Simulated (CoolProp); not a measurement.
A single-stage vapour-compression cycle with the fluid: evaporating at 290.15 K (dew point), condensing at 349.15 K (bubble point), superheat 8 K, subcooling 0 K, compressor efficiency 0.9, no pressure losses. The same conditions are run with several fluids, on thermodynamics alone (safety and materials aside).

The numbers come from the reference Helmholtz-energy equation of state of each fluid (R236FA: Pan 2012; R1336mzz(E): Akasaka 2023; n-perfluorobutane: Gao 2022; ammonia: Gao 2020; R227EA: Lemmon 2016; n-perfluorohexane: Gao 2022) in CoolProp.

| fluid | cooling COP | pressure ratio | discharge temperature (K) | refrigerating effect (kJ/kg) | volumetric capacity (kJ/m³) |
|---|---|---|---|---|---|
| R236FA | 2.83 | 5.50 | 349.2 | … | 1090 |
| R1336mzz(E) | … | 5.96 | 349.1 | 79.6 | 808 |
| n-perfluorobutane | 1.78 | 5.14 | 349.2 | … | 585 |
| ammonia | 3.32 | 4.88 | 436.3 | … | 5410 |
| R227EA | … | … | 349.1 | 47.7 | 1290 |
| n-perfluorohexane | … | 9.00 | 349.2 | 37.8 | 107 |

Q: Some entries are withheld; supply them.

A: 
- R236FA, refrigerating effect (kJ/kg): 79.9
- R1336mzz(E), cooling COP: 2.86
- n-perfluorobutane, refrigerating effect (kJ/kg): 27.5
- ammonia, refrigerating effect (kJ/kg): 923
- R227EA, cooling COP: 2.24
- R227EA, pressure ratio: 4.82
- n-perfluorohexane, cooling COP: 2.32

The compression ends wet for: R236FA; R1336mzz(E); n-perfluorobutane; R227EA; n-perfluorohexane.
